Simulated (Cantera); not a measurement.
Cantera run:

```python
import numpy as np
import cantera as ct

gas_names = """
    B BCL BCL2 BCL3 BN B2 CL CL2 N N2
""".split()
cond_names = """
    B(b) B(L) BN(s)
""".split()


def load(file, names, dense=False):
    # The tables refer to 1 bar. Condensed volumes are neglected.
    table = {s.name: s for s in ct.Species.list_from_file(file)}
    out = []
    for n in names:
        d = dict(table[n].input_data)
        d["thermo"] = dict(d["thermo"], **{"reference-pressure": 1e5})
        if dense:
            d["equation-of-state"] = {"model": "constant-volume", "density": "1e6 g/cm^3"}
        out.append(ct.Species.from_dict(d))
    return out


gas = ct.Solution(thermo="ideal-gas", species=load("nasa_gas.yaml", gas_names))
cond = {s.name: ct.Solution(thermo="fixed-stoichiometry", species=[s], name=s.name)
        for s in load("nasa_condensed.yaml", cond_names, dense=True)}
atoms = {
    'BCl3': {'B': 1, 'CL': 3},
    'N2': {'N': 2},
}
top_T = {'BN(s)': 3200}  # K; cautious upper limits of use, not melting points


def equilibrate(T, P, feed):
    n = {}
    for name, mol in feed.items():
        for a, k in atoms[name].items():
            n[a] = n.get(a, 0.0) + k * mol
    gas.TPX = T, P, n
    mass = sum(n.values()) * gas.mean_molecular_weight
    gas.equilibrate("TP")
    valid = [c for c in cond.values() if c.min_temp <= T <= top_T.get(c.name, c.max_temp)]
    mix = ct.Mixture([(gas, mass / gas.mean_molecular_weight)] + [(c, 0.0) for c in valid])
    mix.T, mix.P = T, P
    mix.equilibrate("TP", solver="vcs", rtol=1e-11, max_steps=5000)
    return mix


results = []
feed = {'BCl3': 1, 'N2': 44}  # mol
T = 1125  # K
for P in [10, 37, 140, 520, 1900, 7200, 27000, 100000]:
    mix = equilibrate(T, P, feed)
    results.append((T, P, feed, dict(zip(mix.species_names, mix.species_moles))))
    x = sorted(zip(gas.X, gas.species_names), reverse=True)
    print(f"T = {T:g} K  P = {P:g} Pa  gas = {mix.phase_moles(0):.4g} mol")
    print("   x: " + "  ".join(f"{s} {v:.3e}" for v, s in x if v > 0.0001))
    print("   condensed (mol): " + ("  ".join(f"{mix.phase(i).name} {mix.phase_moles(i):.4g}"
          for i in range(1, mix.n_phases) if mix.phase_moles(i) > 1e-12) or "none"))
```

Result:

```
T = 1125 K  P = 10 Pa  gas = 45 mol
   x: N2 9.777e-01  BCL3 2.220e-02
   condensed (mol): BN(s) 0.0008332
T = 1125 K  P = 37 Pa  gas = 45 mol
   x: N2 9.778e-01  BCL3 2.221e-02
   condensed (mol): BN(s) 0.0004343
T = 1125 K  P = 140 Pa  gas = 45 mol
   x: N2 9.778e-01  BCL3 2.222e-02
   condensed (mol): BN(s) 0.0002244
T = 1125 K  P = 520 Pa  gas = 45 mol
   x: N2 9.778e-01  BCL3 2.222e-02
   condensed (mol): BN(s) 0.0001175
T = 1125 K  P = 1900 Pa  gas = 45 mol
   x: N2 9.778e-01  BCL3 2.222e-02
   condensed (mol): BN(s) 6.255e-05
T = 1125 K  P = 7200 Pa  gas = 45 mol
   x: N2 9.778e-01  BCL3 2.222e-02
   condensed (mol): BN(s) 3.322e-05
T = 1125 K  P = 27000 Pa  gas = 45 mol
   x: N2 9.778e-01  BCL3 2.222e-02
   condensed (mol): BN(s) 1.824e-05
T = 1125 K  P = 100000 Pa  gas = 45 mol
   x: N2 9.778e-01  BCL3 2.222e-02
   condensed (mol): BN(s) 1.055e-05
```

Equilibrium computed with Cantera from the NASA thermochemical tables; the gas is ideal and each condensed phase is pure. N2 is the only nitrogen source here; it is nearly inert below about 1500 K, so the nitride shown seldom forms there in practice.
